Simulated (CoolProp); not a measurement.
Octamethylcyclotetrasiloxane (D4) at several states: density (kg/m³) from the reference equation and from simpler models built on Tc = 586.5 K, pc = 1.347 MPa, ω = 0.598; each cubic takes its own stable root.

Values from CoolProp's reference Helmholtz-energy equation of state, Thol 2015.

| T (K) | p (MPa) | phase | reference |
|---|---|---|---|
| 356.2 | 5.11 | liquid | 894.2 |
| 309.7 | 0.0137 | liquid | 937.5 |
| 565.4 | 0.233 | gas | 15.88 |
| 554.7 | 0.292 | gas | 20.91 |
| 402.7 | 1.67 | liquid | 832.0 |
| 309.6 | 0.321 | liquid | 938.1 |

Q: How far does each simpler model (van der Waals, Soave-Redlich-Kwong) lie from the reference over these 6 states: mean and median of the absolute difference, and the worst?

A: 
- van der Waals: mean 38.1 %, median 40.5 %, worst -99.8 % at 309.7 K and 0.0137 MPa
- Soave-Redlich-Kwong: mean 6.9 %, median 9.1 %, worst -11.4 % at 309.7 K and 0.0137 MPa

At some of these states van der Waals gives the other phase, because its saturation line lies elsewhere.
